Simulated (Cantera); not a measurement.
A freely propagating, adiabatic, planar premixed flame of H2 : O2 : N2 = 1 : 0.217 : 0.587 (molar parts), equivalence ratio 2.3, unburnt at 700 K and 30000 Pa; mixture-averaged transport, grid criteria slope 0.08 and curve 0.16, no radiation.

Detailed kinetics in Cantera: the H2/O2 subset of GRI-Mech 3.0, which has no nitrogen chemistry. Burning velocities carry a grid error of a few per cent, more on coarse grids.

Problem. Predict: laminar burning velocity; thermal thickness; peak x(O); peak x(HO2); peak x(H).

Solution. 
```json
{
 "laminar_burning_velocity": "1190 cm/s",
 "thermal_thickness": "2.21 mm",
 "peak x(O)": "0.00528",
 "peak x(HO2)": "6.69e-5",
 "peak x(H)": "0.146"
}
```
